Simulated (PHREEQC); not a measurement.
Dissolve 0.00063 mol/kgw CaSO4, 0.0013 mol/kgw NaHCO3 and 0.0016 mol/kgw H4SiO4 at 25 °C. Closed to the air; pH follows from the charge balance.

The numbers come from PHREEQC with the ion-association model, phreeqc.dat.

### Question
The ionic strength comes out as 0.00365 mol/kgw. What activity coefficients do Ca+2, CaHCO3+, NaSO4-, H3SiO4-, Na+ get?

### Answer
Ca+2 0.77, CaHCO3+ 0.94, NaSO4- 0.94, H3SiO4- 0.94, Na+ 0.94.

This is a speciation only: nothing precipitates in the calculation. Saturation is exceeded, for instance for Quartz (slow to form), Chalcedony (slow to form); the values hold only as long as no solid forms.
